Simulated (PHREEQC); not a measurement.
## Metal-bearing waste water (model solution)

Dissolve 0.02 mol NiSO4, 0.074 mol CuCl2 and 0.00033 mol NaCl per kg of water at 88 °C. Closed to the air; pH follows from the charge balance.

All values are PHREEQC results (ion-association model, wateq4f.dat), not measurements.

No solid was allowed to form.

Q: Predict the pH, ionic strength.

A: pH 3.94; ionic strength 0.187 mol/kgw.

Q: In which forms is Ni present?

A: Ni+2 78 %, NiSO4 16 %, NiCl+ 5.5 %, NiCl2 1.0 % of the Ni.

Saturation is exceeded, for instance for Atacamite, Tenorite (slow to form); the values hold only as long as no solid forms. Complexes and solids missing from the database can't appear. Constants without temperature data keep their 25 °C values here.
